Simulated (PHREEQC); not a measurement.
# Brine

Dissolve 0.42 mol/kgw KCl and 0.18 mol/kgw SrCl2 at 20 °C. Closed to the air; pH follows from the charge balance.

Model: Pitzer model, pitzer.dat, run in PHREEQC.

Precipitation was switched off in this run.

Estimate the activity of water, osmotic coefficient.

activity of water 0.978; osmotic coefficient 0.888.

Species that the database lacks are ignored.
